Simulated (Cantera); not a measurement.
# NO annealing gas

A perfectly stirred reactor is fed with 43.5 % NO, 56.5 % N2, at 1.09 atm; it is held at 1975 K, and followed from long to short residence time.

Cantera simulation using GRI-Mech 3.0 (53 species, 325 reactions); the numbers are that mechanism's predictions, not measurements.

| τ (s) | x NO | x O2 | x N2 | x NO2 | x O |
|---|---|---|---|---|---|
| 0.65 | 0.264 | 0.0848 | 0.650 | 0.000322 | 0.000159 |
| 0.31 | 0.328 | 0.0531 | 0.619 | 0.000322 | 0.000129 |
| 0.14 | 0.378 | 0.0282 | 0.594 | 0.000283 | 9.99e-5 |
| 0.068 | 0.405 | 0.0146 | 0.580 | 0.000237 | 7.92e-5 |
| 0.032 | 0.420 | 0.00702 | 0.572 | 0.000198 | 6.45e-5 |
| 0.015 | 0.428 | 0.00325 | 0.569 | 0.000171 | 5.54e-5 |
| 0.0072 | 0.431 | 0.00149 | 0.567 | 0.000153 | 4.99e-5 |
| 0.0034 | 0.433 | 0.000639 | 0.566 | 0.000138 | 4.53e-5 |
| 0.0016 | 0.434 | 0.000244 | 0.566 | 0.000120 | 3.97e-5 |
| 0.00076 | 0.434 | 7.68e-5 | 0.565 | 9.26e-5 | 3.17e-5 |
x: mole fraction; the columns are a selection and need not sum to one.
